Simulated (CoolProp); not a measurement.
Vapour-liquid equilibrium of ethylene (1) + ethane (2) at 0.0501 MPa; x and y are mole fractions of (1).

The numbers come from the multi-fluid Helmholtz-energy mixture model, Smukala 2000 and Bücker 2006; pair parameters Bell 2016 in CoolProp.

| x | bubble temperature (°C) | y at the bubble point | dew temperature at overall composition x (°C) | liquid density (mol/L) |
|---|---|---|---|---|
| 0.05 | -102.1 | 0.130 | -101.2 | 18.71 |
| 0.15 | -104.4 | 0.324 | -102.4 | 18.94 |
| 0.25 | -106.3 | 0.466 | -103.5 | 19.16 |
| 0.35 | -107.8 | 0.576 | -104.8 | 19.38 |
| 0.45 | -109.1 | 0.667 | -106.1 | 19.59 |
| 0.55 | -110.3 | 0.746 | -107.4 | 19.80 |
| 0.65 | -111.5 | 0.815 | -108.9 | 20.02 |
| 0.75 | -112.5 | 0.876 | -110.4 | 20.24 |
| 0.85 | -113.5 | 0.931 | -112.0 | 20.46 |
| 0.95 | -114.4 | 0.979 | -113.8 | 20.68 |

No azeotrope shows between x = 0.05 and 0.95.

Pair parameters are fitted to limited data, so mixtures are less certain than the pure fluids.
